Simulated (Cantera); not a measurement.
Abatement and gas-phase synthesis: H2S + H2O + H2 + SO2

Input: 1 mol H2S, 0.22 mol H2O, 0.099 mol H2, 0.24 mol SO2, equilibrated at 7.30 bar.

These are equilibrium values from Cantera (NASA tables, ideal gas, pure condensed phases), not measurements of a reactor. Candidate condensed phases: H2O, H2SO4, S; 19 gas species. Kinetics and transport are ignored.

```
T (°C)   x H2  x H2O   x S2    x SO     x H    x SH     x S   x H2S   x SO2     x OH
------  -----  -----  -----  ------  ------  ------  ------  ------  ------  -------
2452    0.331  0.237  0.202  0.0476  0.0133  0.0599  0.0174  0.0558  0.0300  0.00250
2502    0.334  0.229  0.196  0.0522  0.0160  0.0629  0.0204  0.0518  0.0302  0.00302
2552    0.338  0.221  0.190  0.0569  0.0192  0.0658  0.0237  0.0480  0.0302  0.00361
2602    0.340  0.213  0.184  0.0616  0.0228  0.0685  0.0274  0.0445  0.0301  0.00429
2652    0.342  0.205  0.177  0.0664  0.0270  0.0711  0.0315  0.0412  0.0300  0.00505
2702    0.344  0.196  0.171  0.0711  0.0317  0.0735  0.0359  0.0381  0.0297  0.00590
2752    0.344  0.188  0.164  0.0758  0.0370  0.0756  0.0407  0.0352  0.0292  0.00685
2802    0.344  0.180  0.157  0.0803  0.0429  0.0775  0.0459  0.0325  0.0287  0.00789
2852    0.343  0.172  0.149  0.0847  0.0495  0.0791  0.0514  0.0299  0.0281  0.00904
2902    0.342  0.164  0.142  0.0889  0.0568  0.0804  0.0572  0.0275  0.0274   0.0103
2952    0.339  0.156  0.135  0.0929  0.0648  0.0814  0.0634  0.0252  0.0267   0.0116
3002    0.336  0.148  0.127  0.0966  0.0735  0.0821  0.0698  0.0231  0.0258   0.0131
3052    0.332  0.141  0.120  0.1000  0.0830  0.0824  0.0765  0.0211  0.0249   0.0146
```
x: gas mole fraction; nothing condenses.

From 2452 °C to 3052 °C nothing is condensed.
